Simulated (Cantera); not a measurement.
# Pyrogenic steam for wet oxidation

An isothermal, constant-pressure homogeneous reactor starts with 5.69 % H₂, 13.9 % O₂, 80.4 % N₂, equivalence ratio 0.20, at 1075 K and 100.0 Torr.

Model: the H2/O2 subset of GRI-Mech 3.0, which has no nitrogen chemistry, integrated in Cantera. The temperature is held fixed by assumption; the heat of reaction is taken as removed at once.

```
t (s)         x H₂   x O₂       x H       x O      x OH     x H₂O     x HO₂
--------  --------  -----  --------  --------  --------  --------  --------
2.00e-5     0.0569  0.139  9.75e-11  1.43e-11  9.58e-12  1.01e-11  1.04e-10
4.85e-5     0.0569  0.139  2.69e-10  7.23e-11  3.84e-11  1.00e-10  2.58e-10
0.000118    0.0569  0.139   1.22e-9  4.47e-10  2.09e-10   1.13e-9  6.77e-10
0.000285    0.0569  0.139   2.32e-8   9.21e-9   4.18e-9   3.28e-8   3.32e-9
0.000691    0.0568  0.139   2.25e-5   8.96e-6   4.10e-6   3.35e-5   1.69e-6
0.00168    0.00375  0.113    0.0103   0.00557   0.00155    0.0481   1.11e-5
0.00406   0.000491  0.113  0.000367  0.000731  0.000428    0.0576   8.09e-6
0.00985    6.90e-5  0.113   1.25e-5   8.37e-5  0.000126    0.0584   3.04e-6
0.0239     1.10e-5  0.113   8.05e-7   1.34e-5   5.07e-5    0.0585   8.00e-7
0.0579     1.79e-6  0.113   7.83e-8   2.84e-6   2.38e-5    0.0585   1.99e-7
0.140      3.26e-7  0.113   1.06e-8   7.59e-7   1.24e-5    0.0585   5.55e-8
0.340      7.89e-8  0.113   1.86e-9   2.41e-7   6.95e-6    0.0585   1.79e-8
0.825      2.46e-8  0.113  3.91e-10   8.56e-8   4.13e-6    0.0585   6.47e-9
2.00       8.74e-9  0.113  9.09e-11   3.24e-8   2.54e-6    0.0585   2.56e-9
```
x: mole fraction; the columns are a selection and need not sum to one.

Equilibrium at this temperature and pressure: H₂ 3.36e-10, O₂ 0.113, H <1e-12, O 1.22e-9, OH 4.90e-7, H₂O 0.0585, HO₂ 8.28e-10 (gas phase only).
